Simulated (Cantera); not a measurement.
Mixture: CH4 : O2 : N2 = 1 : 4.44 : 27.1 (molar parts), equivalence ratio 0.45, at 2.47 atm, adiabatic and at constant volume. Ignition delay is the time to a rise of 400 K.

Cantera simulation using GRI-Mech 3.0 (53 species, 325 reactions); the numbers are that mechanism's predictions, not measurements.

Task: Predict: delay at 1173 K; delay at 1273 K; delay at 1373 K; delay at 1473 K; apparent activation energy between 1423 and 1523 K.

Result: 
- delay at 1173 K: 29.5 ms
- delay at 1273 K: 7.83 ms
- delay at 1373 K: 2.36 ms
- delay at 1473 K: 0.810 ms
- apparent activation energy between 1423 and 1523 K: 180 kJ/mol
